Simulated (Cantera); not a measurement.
Feed: 1 mol Si3N4, 1.1 mol H2, 31 mol N2, 2.4 mol Cl2, equilibrated at 1250 K and 203 Torr.

Cantera equilibrium calculation (NASA polynomials, part measured and part estimated; ideal gas, pure solids and liquids). Candidate condensed phases: NH4Cl, Si, Si3N4; 28 gas species. The tables' values for SiCl3 are old estimates; treat these amounts as uncertain. Kinetics and transport are ignored.

Base state: N2 0.920, HCl 0.0526, SiCl4 0.0214, H2 0.00579, SiCl3 0.000479, SiHCl3 8.40e-5, SiCl2 7.65e-5 (mole fractions); condensed: Si3N4(s).

**Question.** What changes in the equilibrium state with this change: H2 from 1.1 to 8.8 mol?

**Answer.** 
```tsv
species	before	after
N2	0.920	0.735
H2	0.00579	0.153
HCl	0.0526	0.111
SiCl4	0.0214	0.000699
SiCl3	0.000479	3.81e-5
SiCl2	7.65e-5	1.49e-5
Si3N4(s), mol	0.748	0.989
```
